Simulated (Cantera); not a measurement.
Cantera run, input and output.

```python
import numpy as np
import cantera as ct

gas = ct.Solution("h2o2.yaml")
gas.TPX = 350, 13332, {'H2': 1, 'O2': 0.25, 'N2': 0.98}
flame = ct.FreeFlame(gas, width=0.16)
flame.set_refine_criteria(ratio=3, slope=0.08, curve=0.16)
flame.transport_model = "mixture-averaged"
flame.solve(loglevel=0, auto=True)
z, T = flame.grid, flame.T
thick = (T[-1] - T[0]) / np.gradient(T, z).max()
show = ['H2', 'O2', 'H2O', 'O', 'OH', 'H2O2']
print(f"laminar burning velocity  {flame.velocity[0] * 100:.3f} cm/s")
print(f"burnt temperature         {T[-1]:.1f} K")
print(f"thermal thickness         {thick * 1e3:.4f} mm")
print(f"grid points               {len(z)}")
z0 = z[flame.heat_release_rate.argmax()]
print(f"{'z/mm':>9s}{'T/K':>9s}{'u/(m/s)':>9s}" + "".join(f"{s:>11s}" for s in show))
rows = []
for k in (-3, -2, -1.5, -1, -0.5, -0.25, 0, 0.25, 0.5, 1, 2, 4, 8):
    zz = z0 + k * thick
    rows.append([k * thick, np.interp(zz, z, T), np.interp(zz, z, flame.velocity),
                 *(np.interp(zz, z, flame.X[gas.species_index(s)]) for s in show)])
    print(f"{rows[-1][0] * 1e3:9.3f}{rows[-1][1]:9.1f}{rows[-1][2]:9.3f}" + "".join(f"{x:11.3e}" for x in rows[-1][3:]))
```

It prints:

```
laminar burning velocity  290.179 cm/s
burnt temperature         2048.3 K
thermal thickness         5.2896 mm
grid points               147
     z/mm      T/K  u/(m/s)         H2         O2        H2O          O         OH       H2O2
  -15.869    350.0    2.902  4.484e-01  1.121e-01  8.201e-16  1.753e-16  5.736e-19  5.629e-18
  -10.579    350.0    2.902  4.484e-01  1.121e-01  1.324e-13  1.888e-14  6.175e-17  1.452e-15
   -7.934    350.0    2.902  4.484e-01  1.121e-01  5.182e-12  5.614e-13  1.839e-15  6.573e-14
   -5.290    350.0    2.902  4.484e-01  1.121e-01  2.448e-09  1.288e-10  1.028e-12  4.364e-11
   -2.645    360.4    2.980  4.467e-01  1.123e-01  2.424e-04  2.319e-06  2.734e-05  4.650e-06
   -1.322    615.8    4.979  4.128e-01  1.057e-01  2.008e-02  1.428e-04  4.669e-04  1.331e-05
    0.000   1028.2    8.083  2.934e-01  6.475e-02  1.099e-01  2.998e-03  1.246e-03  1.928e-07
    1.322   1268.7    9.917  1.981e-01  9.435e-03  2.159e-01  2.496e-03  2.122e-03  1.262e-07
    2.645   1357.8   10.564  1.891e-01  1.256e-03  2.333e-01  1.258e-03  2.231e-03  9.464e-08
    5.290   1453.2   11.233  1.962e-01  6.303e-04  2.357e-01  1.119e-03  2.683e-03  9.359e-08
   10.579   1561.2   11.975  2.058e-01  5.185e-04  2.375e-01  9.787e-04  3.093e-03  7.748e-08
   21.158   1674.3   12.732  2.157e-01  3.738e-04  2.399e-01  7.441e-04  3.262e-03  5.081e-08
   42.317   1781.4   13.432  2.250e-01  2.316e-04  2.427e-01  4.827e-04  3.079e-03  2.805e-08
```

Cantera simulation using the H2/O2 subset of GRI-Mech 3.0, which has no nitrogen chemistry; the numbers are that mechanism's predictions, not measurements. Burning velocities carry a grid error of a few per cent, more on coarse grids.
